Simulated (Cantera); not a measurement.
Silicon oxide and oxynitride deposition: Si2H6 + CO2

Feed: 1 mol Si2H6, a varied amount of CO2, equilibrated at 1323 K and 0.180 bar.

Cantera equilibrium calculation (NASA polynomials, part measured and part estimated; ideal gas, pure solids and liquids). Candidate condensed phases: C, C6H6, C7H8, C8H18, H2O, Si, SiC, SiO2; 123 gas species. The feed counts by its element totals alone. Mutual solubility and eutectic melting of coexisting phases are not modelled. The tables hold silica as quartz up to 1696 K and as liquid above; real silica turns to tridymite and cristobalite and melts near 1996 K. Gases not in the tables: Si(OH)4. The numbers say what is thermodynamically allowed, not how fast it happens.

```tsv
n(CO2) (mol)	x H2	x CO2	x CO	x H2O	x CH4	n C(graphite)	n SiC(s)	n SiO2(β-quartz)
1.6	0.994	1.79e-8	0.00502	6.59e-6	0.00121	1.17	0.408	1.59
2.3	0.832	1.97e-5	0.167	0.000183	0.000848	1.70	0	2.00
3.4	0.517	0.000166	0.482	0.000329	0.000327	0.601	0	2.00
5.1	0.302	0.0679	0.562	0.0679	3.70e-7	0	0	2.00
7.6	0.158	0.215	0.502	0.125	2.55e-8	0	0	2.00
11	0.0815	0.367	0.418	0.133	2.76e-9	0	0	2.00
17	0.0360	0.536	0.314	0.114	2.07e-10	0	0	2.00
25	0.0171	0.660	0.233	0.0900	2.10e-11	0	0	2.00
```
x: gas mole fraction; n: condensed amount in mol.

At 1.6 mol CO2 the condensed part is C(graphite) + SiC(s) + SiO2(β-quartz). From 2.3 mol CO2 to 3.4 mol CO2 the condensed part is C(graphite) + SiO2(β-quartz). From 5.1 mol CO2 to 25 mol CO2 the condensed part is SiO2(β-quartz).
